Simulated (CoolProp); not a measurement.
Vapour-liquid equilibrium of C3F8 (R218) (1) + c-C4F8 (RC318) (2) at -29.55 °C; x and y are mole fractions of (1).

Computed with CoolProp (multi-fluid Helmholtz-energy mixture model, Lemmon 2006 and Platzer 1990; pair parameters Bell 2016). This equation is an older, rougher fit; its heat capacities, sound speeds and derivatives of the liquid may be far off and weren't checked against measurements.

```
x     bubble pressure, mixture model (bar)  bubble pressure, Raoult's law (bar)  y, mixture model  y, Raoult's law
----  ------------------------------------  -----------------------------------  ----------------  ---------------
0.05                                0.3544                               0.3928             0.089            0.177
0.2                                 0.4289                               0.5502             0.386            0.505
0.35                                0.5549                               0.7077             0.638            0.687
0.5                                 0.7246                               0.8651             0.804            0.803
0.65                                0.9212                                1.023             0.902            0.884
0.8                                  1.126                                1.180             0.958            0.942
0.95                                 1.326                                1.338             0.992            0.987
```

The largest gap from Raoult's law is -22.0 % in bubble pressure, at x = 0.2. No azeotrope shows between x = 0.05 and 0.95.

The pair parameters rest on a limited set of measurements; away from them the model extrapolates.
